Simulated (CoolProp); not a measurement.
R124 at several states: density (kg/m³) from the reference equation and from simpler models built on Tc = 395.4 K, pc = 3624 kPa, ω = 0.288; each cubic takes its own stable root.

The numbers come from the reference Helmholtz-energy equation of state, de Vries 1995 in CoolProp.

| T (K) | p (kPa) | phase | reference |
|---|---|---|---|
| 422.8 | 76.3 | gas | 2.979 |
| 340.5 | 1610 | liquid | 1194 |
| 237 | 3510 | liquid | 1552 |

How far does each simpler model (van der Waals, Redlich-Kwong, Soave-Redlich-Kwong) lie from the reference over these 3 states: mean and median of the absolute difference, and the worst?


- van der Waals: mean 43.5 %, median 39.0 %, worst -91.4 % at 340.5 K and 1610 kPa
- Redlich-Kwong: mean 9.5 %, median 11.0 %, worst -17.4 % at 340.5 K and 1610 kPa
- Soave-Redlich-Kwong: mean 6.7 %, median 8.2 %, worst -12.1 % at 340.5 K and 1610 kPa

At some of these states van der Waals gives the other phase, because its saturation line lies elsewhere.
